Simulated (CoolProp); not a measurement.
Saturation properties of cyclopropane.

The numbers come from the reference Helmholtz-energy equation of state, Polt 1992 in CoolProp. This equation is an older, rougher fit; its heat capacities, sound speeds and derivatives of the liquid may be far off and weren't checked against measurements.

```tsv
T (°C)	p (MPa)	liquid density (kg/m³)	vapour density (kg/m³)	enthalpy of vaporisation (kJ/kg)
27.35	0.7716	615.4	15.05	398.9
32.65	0.8859	607.0	(withheld)	390.7
38.05	1.015	598.1	19.72	382.0
43.45	1.156	589.0	(withheld)	373.1
48.75	1.309	579.8	25.51	363.9
54.15	1.480	(withheld)	28.95	354.1
59.55	1.666	560.1	32.78	343.8
64.85	1.865	549.8	36.99	333.0
70.25	2.085	538.8	41.78	(withheld)
75.65	2.323	527.2	47.17	(withheld)
80.95	2.575	515.2	53.14	295.6
86.35	2.853	502.2	60.06	281.0
91.65	3.146	488.4	67.84	265.4
97.05	3.467	473.0	77.06	247.7
102.45	3.812	455.9	88.01	227.8
```

### Question
What belongs in the gaps?

### Answer

- 32.65, vapour density (kg/m³): 17.23
- 43.45, vapour density (kg/m³): 22.49
- 54.15, liquid density (kg/m³): 570.1
- 70.25, enthalpy of vaporisation (kJ/kg): 321.3
- 75.65, enthalpy of vaporisation (kJ/kg): 308.8
